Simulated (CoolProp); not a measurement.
A closed Brayton cycle with dry air: compressor inlet 315.15 K and 4.7 MPa, high pressure 14.4 MPa, turbine inlet 995 K, compressor efficiency 0.8, turbine efficiency 0.85, recuperator effectiveness 0 (on enthalpy, no pinch check). Each further row changes one setting.

Model: reference Helmholtz-energy equation of state, Lemmon 2000, in CoolProp. It is a pseudo-pure fit of the blend.

```csv
case,thermal efficiency (%),net work (kJ/kg),compressor to turbine work,compressor exit (K),turbine exit (K)
as stated,___,90.5,0.63,464.3,783.8
turbine inlet 945 K,14.7,78.2,___,464.3,___
compressor inlet 325.15 K,14.9,___,0.65,478.8,783.8
high pressure 12.2 MPa,___,84.7,___,___,___
recuperator effectiveness 0.5,21.6,90.5,0.63,464.3,783.8
```

Q: What belongs in the gaps?

A: 
- as stated, thermal efficiency (%): 15.3
- turbine inlet 945 K, compressor to turbine work: 0.66
- turbine inlet 945 K, turbine exit (K): 742.7
- compressor inlet 325.15 K, net work (kJ/kg): 85.4
- high pressure 12.2 MPa, thermal efficiency (%): 13.8
- high pressure 12.2 MPa, compressor to turbine work: 0.60
- high pressure 12.2 MPa, compressor exit (K): 439.2
- high pressure 12.2 MPa, turbine exit (K): 811.8
